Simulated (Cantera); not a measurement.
# Ignition delay

Mixture: CH₄ : O₂ : N₂ = 1 : 2.15 : 8.09 (molar parts), equivalence ratio 0.93, at 130000 Pa, adiabatic and at constant pressure. Ignition delay is the time to a rise of 400 K.

Cantera simulation using GRI-Mech 3.0 (53 species, 325 reactions); the numbers are that mechanism's predictions, not measurements.

```tsv
T0 (K)	delay (ms)
1175	50.4
1250	17.7
1325	6.71
1400	2.74
1475	1.21
1550	0.579
```

```yaml
apparent activation energy between 1400 and 1550 K: 190 kJ/mol
```
